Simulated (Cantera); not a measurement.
An isothermal, constant-pressure homogeneous reactor starts with N₂O : O₂ = 1 : 0.053 (molar parts), at 1250 K and 0.128 atm. Integrator tolerance rtol = 1e-08.

Computed with Cantera and GRI-Mech 3.0 (53 species, 325 reactions). GRI-Mech 3.0 was tuned for natural gas; its chemistry of N2O as a main component is partial and can be far from experiment. The mechanism lacks the step 2 NO + O2 → 2 NO2, which can matter for NO2 below about 1400 K. The temperature is held fixed by assumption; the heat of reaction is taken as removed at once.

**Question.** What does this change do: pressure from 0.128 atm to 0.987 atm?

**Answer.** 
| quantity | before | after |
|---|---|---|
| x(N₂O) at 10.0 s | 0.105 (gas-phase equilibrium 7.40e-9) | 0.000167 (gas-phase equilibrium 2.05e-8) |
| x(O₂) at 10.0 s | 0.288 (gas-phase equilibrium 0.356) | 0.326 (gas-phase equilibrium 0.356) |
| x(NO) at 10.0 s | 0.0694 (gas-phase equilibrium 0.000334) | 0.0584 (gas-phase equilibrium 0.000334) |
| x(NO₂) at 10.0 s | 0.000105 (gas-phase equilibrium 2.10e-6) | 0.000958 (gas-phase equilibrium 5.81e-6) |
| x(N₂) at 10.0 s | 0.538 (gas-phase equilibrium 0.644) | 0.614 (gas-phase equilibrium 0.644) |
| x(O) at 10.0 s | 2.81e-6 (gas-phase equilibrium 1.15e-7) | 4.18e-8 (gas-phase equilibrium 4.16e-8) |
